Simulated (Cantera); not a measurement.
What does this Cantera script print?

```python
import numpy as np
import cantera as ct

gas = ct.Solution("gri30.yaml")
gas.TPX = 1825, 101325, {'CH4': 1, 'N2': 52}
inlet = ct.Reservoir(gas, clone=True)

reactor = ct.IdealGasConstPressureReactor(gas, energy="off", clone=False)
exhaust = ct.Reservoir(gas, clone=True)
tau = [2.3, 0.65, 0.19, 0.054, 0.016, 0.0045, 0.0013][0]
for a, b in ((inlet, reactor), (reactor, exhaust)):
    ct.MassFlowController(a, b, mdot=lambda t: reactor.mass / tau)
net = ct.ReactorNet([reactor])
show = ['CH4', 'HCN', 'C2H', 'CH3', 'CH2', 'H', 'C2H2']

rows = []
print(f"{'tau/s':>10s}{'T/K':>9s}" + "".join(f"{s:>11s}" for s in show))
for tau in [2.3, 0.65, 0.19, 0.054, 0.016, 0.0045, 0.0013]:
    net.initial_time = 0.0
    net.advance(30 * tau)
    before = gas.X
    net.advance(40 * tau)
    drift = np.max(np.abs(gas.X - before) / (gas.X + 1e-9))
    rows.append([gas.T, *gas[show].X, drift])
    print(f"{tau:10.3e}{gas.T:9.1f}" + "".join(f"{x:11.3e}" for x in gas[show].X))
```

Output:

```
     tau/s      T/K        CH4        HCN        C2H        CH3        CH2          H       C2H2
 2.300e+00   1825.0  4.534e-04  1.740e-04  2.274e-07  2.379e-05  7.029e-08  7.089e-05  8.932e-03
 6.500e-01   1825.0  8.567e-04  8.548e-05  2.215e-07  4.442e-05  1.283e-07  6.878e-05  8.766e-03
 1.900e-01   1825.0  1.588e-03  4.079e-05  2.102e-07  8.084e-05  2.249e-07  6.519e-05  8.403e-03
 5.400e-02   1825.0  2.956e-03  1.819e-05  1.901e-07  1.463e-04  3.830e-07  5.912e-05  7.683e-03
 1.600e-02   1825.0  5.231e-03  7.551e-06  1.593e-07  2.504e-04  6.013e-07  5.015e-05  6.438e-03
 4.500e-03   1825.0  8.836e-03  2.435e-06  1.129e-07  4.061e-04  8.666e-07  3.724e-05  4.366e-03
 1.300e-03   1825.0  1.323e-02  5.143e-07  5.434e-08  5.577e-04  1.009e-06  2.169e-05  1.818e-03
```

Detailed kinetics in Cantera: GRI-Mech 3.0 (53 species, 325 reactions). GRI-Mech 3.0 stops at C3 and has no aromatics, soot or wall deposition, so with more carbon than oxygen in the feed, carbon stays in small species such as C2H2 where larger ones or solid carbon would form.
